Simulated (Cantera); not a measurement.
An isothermal, constant-pressure homogeneous reactor starts with NH₃ : N₂ = 1 : 2.1 (molar parts), at 1750 K and 1.01 bar.

Model: the gas-phase N/H chemistry of the illustrative SiF4/NH3 mechanism in the Surface Chemkin manual (1991), integrated in Cantera. Walls and surfaces, which speed up NH3 decomposition in real reactors, are not modelled.

x: mole fraction; the columns are a selection and need not sum to one.

```tsv
t (s)	x NH₃	x H	x N	x N₂H₄	x NH₂	x NH	x N₂H₂
2.00e-6	0.323	3.53e-8	<1e-12	<1e-12	5.75e-7	3.57e-12	<1e-12
7.02e-6	0.323	3.53e-8	<1e-12	1.82e-11	2.11e-6	5.98e-11	2.25e-11
2.47e-5	0.323	3.54e-8	<1e-12	2.59e-10	(withheld)	(withheld)	4.88e-10
8.66e-5	0.323	3.65e-8	1.23e-11	3.30e-9	2.62e-5	2.30e-8	7.64e-9
0.000304	0.322	5.29e-8	1.79e-10	3.70e-8	8.75e-5	2.36e-7	1.03e-7
0.00107	0.322	1.65e-7	8.82e-10	1.54e-7	0.000178	7.04e-7	4.71e-7
0.00375	0.321	4.84e-7	2.76e-9	1.65e-7	0.000184	7.99e-7	5.16e-7
0.0132	0.317	(withheld)	(withheld)	1.52e-7	0.000177	(withheld)	5.04e-7
0.0462	0.302	4.89e-6	2.67e-8	1.28e-7	0.000162	1.14e-6	4.66e-7
0.162	0.258	1.51e-5	4.89e-8	9.20e-8	0.000138	1.25e-6	3.65e-7
0.570	0.161	4.15e-5	5.68e-8	4.37e-8	9.49e-5	1.07e-6	1.81e-7
2.00	0.0531	8.76e-5	4.25e-8	7.63e-9	3.97e-5	5.93e-7	3.40e-8
```

### Question
Complete the blanks.

### Answer

- 2.47e-5, x NH₂: 7.48e-6
- 2.47e-5, x NH: 1.17e-9
- 0.0132, x H: 1.53e-6
- 0.0132, x N: 9.22e-9
- 0.0132, x NH: 9.28e-7
